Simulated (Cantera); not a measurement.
An adiabatic, constant-pressure homogeneous reactor starts with CO : H2 : CH4 : O2 : N2 : CO2 = 1 : 1.3 : 1.2 : 5.73 : 21.5 : 1.7 (molar parts), equivalence ratio 0.62, at 1275 K and 900 Torr.

Detailed kinetics in Cantera: GRI-Mech 3.0 (53 species, 325 reactions).

One state of this run: T (K) = 2392; x CO = 0.00821; x H2 = 0.00135; x CH4 = <1e-12; x N2O = 5.20e-7; x H2O2 = 1.78e-7; x H = 0.000518. x: mole fraction; the columns are a selection and need not sum to one.

### Question
Which value of t (s) does it belong to?
A. 5.91e-5
B. 0.000262
C. 1.33e-5
D. 0.0229

### Answer
D, 0.0229
